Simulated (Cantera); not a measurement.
Feed: 1 mol C3H8, 0.0067 mol O2, held at 2473.15 K and 10000 Pa.

These are equilibrium values from Cantera (NASA tables, ideal gas, pure condensed phases), not measurements of a reactor. Candidate condensed phases: C, C6H6, C7H8, C8H18, H2O; 110 gas species. Kinetics and transport are ignored.

Base state: H2 0.920, H 0.0677, C2H2 (acetylene) 0.00888, CO 0.00323, C2H 4.43e-5, C4H2 3.53e-5, CH3 1.77e-5, CH4 1.33e-5 (mole fractions); condensed: C(graphite).

Problem. What changes in the equilibrium state with this change: O2 from 0.0067 to 0.53 mol?

Solution. 
```tsv
species	before	after
H2	0.920	0.729
CO	0.00323	0.203
H	0.0677	0.0603
CH4	1.33e-5	8.34e-6
CH3	1.77e-5	1.25e-5
C2H2 (acetylene)	0.00888	0.00704
C4H2	3.53e-5	2.80e-5
C(graphite), mol	2.91	1.87
```
